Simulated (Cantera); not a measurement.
Cantera run, input and output.

```python
import numpy as np
import cantera as ct

gas = ct.Solution("gri30.yaml")
gas.TPX = 1050, 15000, {'N2O': 1, 'O2': 2.2}
reactor = ct.IdealGasConstPressureReactor(gas, energy="off", clone=False)
net = ct.ReactorNet([reactor])
net.rtol, net.atol = 1e-08, 1e-18
show = ['N2O', 'O2', 'NO2', 'N2', 'NO', 'O']
times = np.geomspace(2e-05, 20, 10)

steps = ct.SolutionArray(gas, extra=["t"])
rows = []
print(f"{'t/s':>10s}{'T/K':>9s}{'P/Pa':>11s}" + "".join(f"{s:>11s}" for s in show))
for t in times:
    while net.time < t:
        t_next = net.step()
        steps.append(gas.state, t=t_next)
    rows.append([np.interp(t, steps.t, y) for y in (steps.T, steps.P, *steps(*show).X.T)])
    print(f"{t:10.3e}{rows[-1][0]:9.1f}{rows[-1][1]:11.4g}" + "".join(f"{x:11.3e}" for x in rows[-1][2:]))
rate = np.gradient(steps.T, steps.t)
print("integrator steps:", len(steps.t))
if steps.T.max() > steps.T[0] + 200:
    print(f"time of steepest temperature rise: {steps.t[rate.argmax()]:.4e} s")
gas.TPX = 1050, 15000, {'N2O': 1, 'O2': 2.2}
gas.equilibrate("TP")
print(f"equilibrium (TP): T = {gas.T:.1f} K  " + "  ".join(f"{s} {gas[s].X[0]:.3e}" for s in show))
```

It prints:

```
       t/s      T/K       P/Pa        N2O         O2        NO2         N2         NO          O
 2.000e-05   1050.0    1.5e+04  3.125e-01  6.875e-01  1.464e-19  1.146e-08  5.061e-11  1.053e-08
 9.283e-05   1050.0    1.5e+04  3.125e-01  6.875e-01  2.671e-17  5.986e-08  9.818e-10  4.183e-08
 4.309e-04   1050.0    1.5e+04  3.125e-01  6.875e-01  4.219e-15  3.620e-07  1.398e-08  1.053e-07
 2.000e-03   1050.0    1.5e+04  3.125e-01  6.875e-01  2.223e-13  2.026e-06  1.036e-07  1.233e-07
 9.283e-03   1050.0    1.5e+04  3.125e-01  6.875e-01  5.763e-12  9.831e-06  5.284e-07  1.233e-07
 4.309e-02   1050.0    1.5e+04  3.124e-01  6.875e-01  1.278e-10  4.605e-05  2.500e-06  1.233e-07
 2.000e-01   1050.0    1.5e+04  3.122e-01  6.875e-01  2.647e-09  2.141e-04  1.164e-05  1.233e-07
 9.283e-01   1050.0    1.5e+04  3.113e-01  6.876e-01  4.630e-08  9.924e-04  5.396e-05  1.233e-07
 4.309e+00   1050.0    1.5e+04  3.071e-01  6.881e-01  4.876e-07  4.570e-03  2.482e-04  1.231e-07
 2.000e+01   1050.0    1.5e+04  2.882e-01  6.902e-01  2.733e-06  2.044e-02  1.107e-03  1.222e-07
integrator steps: 507
equilibrium (TP): T = 1050.0 K  N2O 1.030e-09  O2 7.297e-01  NO2 1.611e-06  N2 2.702e-01  NO 5.797e-05  O 1.485e-09
```

Model: GRI-Mech 3.0 (53 species, 325 reactions), integrated in Cantera. GRI-Mech 3.0 was tuned for natural gas; its chemistry of N2O as a main component is partial and can be far from experiment. The mechanism lacks the step 2 NO + O2 → 2 NO2, which can matter for NO2 below about 1400 K. The temperature is held fixed by assumption; the heat of reaction is taken as removed at once.
